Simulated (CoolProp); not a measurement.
C3F8 (R218) along the isotherm 440 K: fugacity coefficient from the reference equation and from simpler models built on Tc = 345.0 K, pc = 2.640 MPa, ω = 0.317; each cubic takes its own stable root.

The numbers come from the reference Helmholtz-energy equation of state, Lemmon 2006 in CoolProp. It is a short technical equation, of lower accuracy than the large ones.

```
p (MPa)          phase  reference
-------  -------------  ---------
0.0417             gas     0.9979
0.0791             gas     0.9960
0.15               gas     0.9924
0.284              gas     0.9857
0.539              gas     0.9730
1.02               gas     0.9493
1.94               gas     0.9049
3.67     supercritical     0.8257
6.96     supercritical     0.7010
13.2     supercritical     0.5828
```

How far does each simpler model (van der Waals, Redlich-Kwong, Soave-Redlich-Kwong) lie from the reference over these 10 states: mean and median of the absolute difference, and the worst?


- van der Waals: mean 3.1 %, median 0.9 %, worst -10.8 % at 440 K and 13.2 MPa
- Redlich-Kwong: mean 2.6 %, median 0.9 %, worst -9.4 % at 440 K and 13.2 MPa
- Soave-Redlich-Kwong: mean 1.1 %, median 0.0 %, worst +6.7 % at 440 K and 13.2 MPa
